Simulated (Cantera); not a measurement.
Standard-state values (1 bar) from the NASA 1993 polynomials, evaluated with Cantera. Values are per mole of reaction as written; species without (g) are pure solids or liquids, kept so even where they would boil at 1 bar.

Ti₂O₃ + Ti ⇌ 3 TiO(g)

```
T (K)  ΔH° (kJ)  ΔS° (J/K)  ΔG° (kJ)  log10 K  condensed phases
-----  --------  ---------  --------  -------  ----------------
873           ?          ?         ?        ?   Ti₂O₃(s), Ti(α)
948           ?          ?         ?        ?   Ti₂O₃(s), Ti(α)
1023     1643.0      526.5    1104.4   -56.39   Ti₂O₃(s), Ti(α)
1098          ?          ?         ?        ?   Ti₂O₃(s), Ti(α)
1173          ?          ?         ?        ?   Ti₂O₃(s), Ti(β)
1248     1623.7      509.5     987.8   -41.34   Ti₂O₃(s), Ti(β)
```

Q: Fill in the missing entries.

A: 
- 873, ΔH° (kJ): 1652.7
- 873, ΔS° (J/K): 536.7
- 873, ΔG° (kJ): 1184.1
- 873, log10 K: -70.85
- 948, ΔH° (kJ): 1647.9
- 948, ΔS° (J/K): 531.5
- 948, ΔG° (kJ): 1144.0
- 948, log10 K: -63.03
- 1098, ΔH° (kJ): 1637.7
- 1098, ΔS° (J/K): 521.6
- 1098, ΔG° (kJ): 1065.1
- 1098, log10 K: -50.67
- 1173, ΔH° (kJ): 1628.5
- 1173, ΔS° (J/K): 513.5
- 1173, ΔG° (kJ): 1026.2
- 1173, log10 K: -45.70
